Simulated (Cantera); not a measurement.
A perfectly stirred reactor is fed with H₂ : O₂ = 0.17 : 1 (molar parts), equivalence ratio 0.085, at 0.0133 bar; it is held at 1148 K, and followed from long to short residence time.

Computed with Cantera and GRI-Mech 3.0 (53 species, 325 reactions). Radical loss at walls, strong at low pressure, is not modelled. The temperature is held fixed by assumption; the heat of reaction is taken as removed at once.

Task: What does this change do: pressure from 0.0133 bar to 0.0267 bar?

Result: 
```csv
quantity,before,after
x(H₂) at τ = 0.430 s,0.000886,0.000577
x(O₂) at τ = 0.430 s,0.838,0.841
x(OH) at τ = 0.430 s,0.00202,0.00127
x(H₂O₂) at τ = 0.430 s,2.82e-7,4.45e-7
x(H₂O) at τ = 0.430 s,0.154,0.155
x(H₂) at τ = 6.70 ms,0.00951,0.00667
x(O₂) at τ = 6.70 ms,0.796,0.818
x(OH) at τ = 6.70 ms,0.00677,0.00517
x(H₂O₂) at τ = 6.70 ms,3.29e-7,7.38e-7
x(H₂O) at τ = 6.70 ms,0.123,0.138
```

Task: What does this change do: H2 0.17 to 0.36 parts?

Result: 
```
quantity                  before    after
----------------------  --------  -------
x(H₂) at τ = 0.430 s    0.000886  0.00168
x(O₂) at τ = 0.430 s       0.838    0.690
x(OH) at τ = 0.430 s     0.00202  0.00265
x(H₂O₂) at τ = 0.430 s   2.82e-7  5.78e-7
x(H₂O) at τ = 0.430 s      0.154    0.300
x(H₂) at τ = 6.70 ms     0.00951   0.0183
x(O₂) at τ = 6.70 ms       0.796    0.645
x(OH) at τ = 6.70 ms     0.00677  0.00912
x(H₂O₂) at τ = 6.70 ms   3.29e-7  5.32e-7
x(H₂O) at τ = 6.70 ms      0.123    0.235
```

Task: What does this change do: O2 1 to 0.26 parts?

Result: 
```json
[
 {"quantity": "x(H₂) at τ = 0.430 s", "before": "0.000886", "after": "0.00295"},
 {"quantity": "x(O₂) at τ = 0.430 s", "before": "0.838", "after": "0.504"},
 {"quantity": "x(OH) at τ = 0.430 s", "before": "0.00202", "after": "0.00316"},
 {"quantity": "x(H₂O₂) at τ = 0.430 s", "before": "2.82e-7", "after": "9.63e-7"},
 {"quantity": "x(H₂O) at τ = 0.430 s", "before": "0.154", "after": "0.484"},
 {"quantity": "x(H₂) at τ = 6.70 ms", "before": "0.00951", "after": "0.0316"},
 {"quantity": "x(O₂) at τ = 6.70 ms", "before": "0.796", "after": "0.469"},
 {"quantity": "x(OH) at τ = 6.70 ms", "before": "0.00677", "after": "0.0107"},
 {"quantity": "x(H₂O₂) at τ = 6.70 ms", "before": "3.29e-7", "after": "6.95e-7"},
 {"quantity": "x(H₂O) at τ = 6.70 ms", "before": "0.123", "after": "0.364"}
]
```
